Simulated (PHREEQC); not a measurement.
Consider water at 25 °C with 0.00099 mol HF, 0.0018 mol NaF and 0.00011 mol (NH4)2SiF6 per kg of water. Closed to the air; pH follows from the charge balance.

All values are PHREEQC results (ion-association model, phreeqc.dat), not measurements.

Precipitation was switched off in this run.

Q: Order these F species by the share of F that they hold, largest first: HF, SiF6-2, F-, HF2-.

A: F- (64 %), HF (26 %), SiF6-2 (9.8 %), HF2- (0.44 %)

The pH is 3.54 and the ionic strength 0.00238 mol/kgw. SiF6-2 is the database's only silicon fluoride.
